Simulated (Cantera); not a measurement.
Charge: 1 mol SiC, 0.14 mol C, 2.5 mol N2, held at 2525 K and 50000 Pa.

These are equilibrium values from Cantera (NASA tables, ideal gas, pure condensed phases), not measurements of a reactor. Candidate condensed phases: C, Si, SiC, Si3N4; 20 gas species. The tables' values for SiN are old estimates; treat these amounts as uncertain. The numbers say what is thermodynamically allowed, not how fast it happens.

Base state: N2 0.995, Si 0.00290, SiC2 0.000808, Si2C 0.000442, SiN 0.000199, CN 0.000179, C2N2 8.97e-5, Si2N 4.40e-5 (mole fractions); condensed: C(graphite) + SiC(s).

**Question.** What changes in the equilibrium state with this change: 0.014 mol H2O added?

**Answer.** 
| species | before | after |
|---|---|---|
| N2 | 0.995 | 0.981 |
| CO | 0 | 0.00538 |
| HCN | 0 | 0.00368 |
| Si | 0.00290 | 0.00290 |
| H2 | 0 | 0.00243 |
| H | 0 | 0.00195 |
| HNC | 0 | 0.000443 |
| C(graphite), mol | 0.146 | 0.122 |
| SiC(s), mol | 0.988 | 0.987 |
Further candidate phases: C6H6, C7H8, C8H18, H2O, SiO2, Si2N2O.

**Question.** What changes in the equilibrium state with this change: pressure from 50000 Pa to 69.0 Pa?

**Answer.** 
```tsv
species	before	after
N2	0.995	0.712
Si	0.00290	0.217
SiC2	0.000808	0.0606
C3	1.46e-6	0.00106
C	4.68e-7	0.000339
C2	1.35e-7	9.80e-5
C(graphite), mol	0.146	0.676
SiC(s), mol	0.988	0
```
